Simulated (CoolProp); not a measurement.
A single-stage vapour-compression cycle with propylene: evaporating at 196.15 K (dew point), condensing at 223.15 K (bubble point), superheat 0 K, subcooling 8 K, compressor efficiency 0.75, no pressure losses. Each further row changes one setting.

Model: reference Helmholtz-energy equation of state, Lemmon 2013, in CoolProp.

| case | cooling COP | pressure ratio | discharge temperature (K) | refrigerating effect (kJ/kg) | volumetric capacity (kJ/m³) |
|---|---|---|---|---|---|
| as stated | 5.14 | 4.30 | 262.4 | 429 | 237 |
| evaporating temperature 201.15 K | [?] | 3.17 | 253.8 | 435 | 318 |
| condensing temperature 218.15 K | [?] | [?] | 251.2 | 440 | 243 |
| subcooling 13 K | [?] | 4.30 | 262.4 | 440 | 243 |
| superheat 10 K | 5.03 | 4.30 | [?] | 441 | [?] |
| compressor efficiency 0.65 | [?] | 4.30 | 271.3 | 429 | 237 |

### Question
Complete the blanks.

### Answer

- evaporating temperature 201.15 K, cooling COP: 6.59
- condensing temperature 218.15 K, cooling COP: 6.41
- condensing temperature 218.15 K, pressure ratio: 3.38
- subcooling 13 K, cooling COP: 5.26
- superheat 10 K, discharge temperature (K): 273.6
- superheat 10 K, volumetric capacity (kJ/m³): 231
- compressor efficiency 0.65, cooling COP: 4.45
